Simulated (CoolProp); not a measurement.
Model: reference Helmholtz-energy equation of state, McLinden 2020, in CoolProp.

Problem. For R1336mzz(Z), give the phase and the density (kg/m³), cv (kJ/(kg K)), isothermal compressibility (1/MPa), expansivity (1/kK) at 282.3 K and 0.0501 MPa; 472.8 K and 4.81 MPa.

Solution. 
- 282.3 K and 0.0501 MPa: liquid; density 1410, cv 0.877, isothermal compressibility 0.00206, expansivity 1.79
- 472.8 K and 4.81 MPa: supercritical; density 593, cv 1.17, isothermal compressibility 0.323, expansivity 22.6
